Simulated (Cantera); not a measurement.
What does this Cantera script print?

```python
import numpy as np
import cantera as ct

gas_names = """
    CL CL2 H HCL H2 N NH NH2 NH3 N2 N2H2 N2H4 Si SiCL SiCL2 SiCL3 SiCL4 SiH SiHCL3 SiH2 SiH2CL2 SiH3
    SiH3CL SiH4 SiN Si2 Si2N Si3
""".split()
cond_names = """
    NH4CL(a) NH4CL(b) Si(cr) Si(L) Si3N4(a)
""".split()


# ... load() reads the species with a 1 bar reference pressure and builds the phases ...
atoms = {
    'SiH2Cl2': {'Si': 1, 'H': 2, 'CL': 2},
    'NH3': {'N': 1, 'H': 3},
    'N2': {'N': 2},
}
top_T = {'Si3N4(a)': 2400}  # K; cautious upper limits of use, not melting points


# ... equilibrate(T, P, feed) seeds the gas with the atoms and calls Mixture.equilibrate('TP', solver="vcs", rtol=1e-11, max_steps=5000) ...
results = []
feed = {'SiH2Cl2': 1, 'NH3': 3.6, 'N2': 4}  # mol
P = 1400  # Pa
for T in [973, 1048, 1123, 1198, 1273, 1348, 1423, 1498, 1573, 1648, 1723]:
    mix = equilibrate(T, P, feed)
    results.append((T, P, feed, dict(zip(mix.species_names, mix.species_moles))))

top = {s: max(r[3][s] / sum(r[3][g] for g in gas_names) for r in results) for s in gas_names}
cols = sorted((s for s in top if top[s] > 0.001), key=lambda s: -top[s])[:8]
seen = [c for c in cond_names if any(r[3].get(c, 0) > 1e-12 for r in results)]
print("log10 of partial pressures in bar; condensed amounts in mol")
print(f"{'T/K':>10s}" + "".join(f"{s[:9]:>10s}" for s in cols + seen))
for T, P, feed, n in results:
    ng = sum(n[g] for g in gas_names)
    print(f"{T:10.4g}" + "".join(f"{np.log10(max(n[s] / ng * P / 1e5, 1e-99)):10.3f}" for s in cols)
          + "".join(f"{n.get(c, 0):10.4g}" for c in seen))
```

It prints:

```
log10 of partial pressures in bar; condensed amounts in mol
       T/K        H2        N2       HCL     SiCL2         H  Si3N4(a)
       973    -2.218    -2.241    -2.656    -8.946   -10.075    0.3313
      1048    -2.219    -2.241    -2.655    -7.923    -9.221    0.3317
      1123    -2.219    -2.241    -2.654    -7.041    -8.480     0.332
      1198    -2.219    -2.241    -2.654    -6.271    -7.830     0.332
      1273    -2.219    -2.241    -2.655    -5.596    -7.256    0.3314
      1348    -2.218    -2.241    -2.658    -5.005    -6.745     0.329
      1423    -2.217    -2.240    -2.668    -4.492    -6.286     0.322
      1498    -2.214    -2.239    -2.693    -4.066    -5.872    0.3055
      1573    -2.210    -2.236    -2.739    -3.736    -5.496    0.2757
      1648    -2.203    -2.232    -2.812    -3.499    -5.152     0.235
      1723    -2.197    -2.228    -2.904    -3.338    -4.837     0.191
```

Method: chemical equilibrium by Gibbs-energy minimisation in Cantera with the NASA 1993 tables (ideal gas, pure condensed phases). The tables' values for SiCl3, SiCl are old estimates; treat these amounts as uncertain.
